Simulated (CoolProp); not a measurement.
Hexamethyldisiloxane (MM) along the isotherm 620 K: Z from the reference equation and from simpler models built on Tc = 518.7 K, pc = 1.931 MPa, ω = 0.418; each cubic takes its own stable root.

Computed with CoolProp (reference Helmholtz-energy equation of state, Thol 2016).

```
p (MPa)          phase  reference
-------  -------------  ---------
0.362              gas     0.9648
0.724              gas     0.9290
1.09               gas     0.8927
1.45               gas     0.8574
1.81               gas     0.8229
2.17     supercritical     0.7894
2.53     supercritical     0.7573
2.9      supercritical     0.7257
```

How far does each simpler model (Pitzer virial, Redlich-Kwong, Soave-Redlich-Kwong, Peng-Robinson) lie from the reference over these 8 states: mean and median of the absolute difference, and the worst?


- Pitzer virial: mean 1.1 %, median 1.3 %, worst +1.7 % at 620 K and 2.17 MPa
- Redlich-Kwong: mean 3.4 %, median 2.7 %, worst -8.4 % at 620 K and 2.9 MPa
- Soave-Redlich-Kwong: mean 1.8 %, median 1.8 %, worst +3.2 % at 620 K and 2.9 MPa
- Peng-Robinson: mean 0.9 %, median 0.9 %, worst -1.4 % at 620 K and 2.9 MPa
